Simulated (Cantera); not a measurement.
An isothermal, constant-pressure homogeneous reactor starts with H₂ : O₂ : N₂ = 0.006 : 1 : 0.55 (molar parts), at 1150 K and 4.65 Torr.

Computed with Cantera and GRI-Mech 3.0 (53 species, 325 reactions). Radical loss at walls, strong at low pressure, is not modelled.

Task: Predict: x(H₂) at 30.0 s; x(O₂) at 30.0 s; x(NO) at 30.0 s; x(N₂O) at 30.0 s; x(H) at 30.0 s.

Result: 
```json
{
 "x(H₂) at 30.0 s": "9.12e-8 (gas-phase equilibrium 2.65e-10)",
 "x(O₂) at 30.0 s": "0.642 (gas-phase equilibrium 0.642)",
 "x(NO) at 30.0 s": "1.20e-8 (gas-phase equilibrium 0.000155)",
 "x(N₂O) at 30.0 s": "5.37e-9 (gas-phase equilibrium 5.91e-10)",
 "x(H) at 30.0 s": "9.66e-8 (gas-phase equilibrium 1.55e-11)"
}
```
